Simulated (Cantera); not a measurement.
## Thermodynamics of silicon epitaxy and polysilicon growth, feed SiHCl3 + Cl2 + N2

Feed: 1 mol SiHCl3, 0.011 mol Cl2, 27 mol N2, at 0.100 bar.

These are equilibrium values from Cantera (NASA tables, ideal gas, pure condensed phases), not measurements of a reactor. Candidate condensed phases: NH4Cl, Si, Si3N4; 28 gas species. N2 is the only nitrogen source here; it is nearly inert below about 1500 K, so the nitride shown seldom forms there in practice. The tables' values for SiCl3 are old estimates; treat these amounts as uncertain. The numbers say what is thermodynamically allowed, not how fast it happens.

| T (K) | log p N2 | log p HCl | log p SiCl2 | log p SiCl4 | log p SiCl3 | log p H2 | log p Cl | n Si3N4(s) |
|---|---|---|---|---|---|---|---|---|
| 1023 | -1.02 | -2.51 | -7.39 | -2.72 | -5.71 | -3.61 | -9.13 | 0.153 |
| 1073 | -1.02 | -2.51 | -6.72 | -2.72 | -5.32 | -3.64 | -8.59 | 0.154 |
| 1123 | -1.02 | -2.51 | -6.11 | -2.72 | -4.96 | -3.67 | -8.10 | 0.154 |
| 1173 | -1.02 | -2.50 | -5.56 | -2.73 | -4.64 | -3.69 | -7.65 | 0.154 |
| 1223 | -1.02 | -2.50 | -5.05 | -2.73 | -4.34 | -3.71 | -7.23 | 0.154 |
| 1273 | -1.02 | -2.50 | -4.59 | -2.74 | -4.07 | -3.73 | -6.85 | 0.153 |
| 1323 | -1.02 | -2.50 | -4.16 | -2.76 | -3.83 | -3.74 | -6.50 | 0.149 |
| 1373 | -1.02 | -2.50 | -3.78 | -2.79 | -3.62 | -3.75 | -6.18 | 0.143 |
| 1423 | -1.02 | -2.50 | -3.44 | -2.85 | -3.44 | -3.74 | -5.89 | 0.130 |
| 1473 | -1.03 | -2.50 | -3.14 | -2.94 | -3.31 | -3.72 | -5.63 | 0.110 |
| 1523 | -1.03 | -2.51 | -2.90 | -3.10 | -3.23 | -3.68 | -5.40 | 0.0805 |
| 1573 | -1.03 | -2.52 | -2.71 | -3.33 | -3.23 | -3.61 | -5.21 | 0.0461 |
| 1623 | -1.03 | -2.55 | -2.59 | -3.64 | -3.30 | -3.51 | -5.05 | 0.0134 |
| 1673 | -1.03 | -2.55 | -2.54 | -3.88 | -3.37 | -3.50 | -4.85 | 0 |
log p: log10 of the partial pressure in bar; n: condensed amount in mol.

From 1023 K to 1623 K the condensed part is Si3N4(s). At 1673 K nothing is condensed. The main Si-bearing gas is SiCl4 at 1023 K and SiCl2 at 1673 K.
